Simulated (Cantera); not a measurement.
## Thermodynamics of boron, boron nitride and boron oxide, feed BCl₃ + H₂

A closed system holds: 1 mol BCl₃, a varied amount of H₂, equilibrated at 1025 K and 12.0 Pa.

These are equilibrium values from Cantera (NASA tables, ideal gas, pure condensed phases), not measurements of a reactor. Candidate condensed phases: B; 13 gas species. Gases not in the tables: BHCl₂. Equilibrium is a limit: real reactors are often held back by kinetics, nucleation or transport.

```tsv
n(H₂) (mol)	x H₂	x HCl	x BCl₃	x BCl₂	x BCl	x H	x Cl	x BH₂	n B(s)
5.7	0.703	0.231	0.0667	7.91e-6	1.05e-6	3.33e-7	1.01e-7	4.98e-9	0.535
7.7	0.752	0.205	0.0426	5.86e-6	9.07e-7	3.45e-7	8.68e-8	5.33e-9	0.617
10	0.791	0.182	0.0275	4.38e-6	7.84e-7	3.54e-7	7.50e-8	5.61e-9	0.688
14	0.834	0.151	0.0146	2.87e-6	6.35e-7	3.63e-7	6.07e-8	5.92e-9	0.776
19	0.868	0.124	0.00758	1.86e-6	5.11e-7	3.71e-7	4.88e-8	6.16e-9	0.845
26	0.898	0.0985	0.00360	1.13e-6	3.98e-7	3.77e-7	3.81e-8	6.37e-9	0.901
36	0.923	0.0754	0.00155	6.44e-7	3.01e-7	3.82e-7	2.88e-8	6.55e-9	0.942
49	0.942	0.0574	0.000664	3.66e-7	2.27e-7	3.86e-7	2.17e-8	6.68e-9	0.966
66	0.956	0.0436	0.000284	2.08e-7	1.71e-7	3.89e-7	1.63e-8	6.78e-9	0.981
```
x: gas mole fraction; n: condensed amount in mol.

From 5.7 mol H₂ to 66 mol H₂ the condensed part is B(s). The main B-bearing gas is BCl₃ throughout. The share of B in condensed phases is highest at 66 mol H₂ (98.1 %) and lowest at 5.7 mol H₂ (53.5 %).
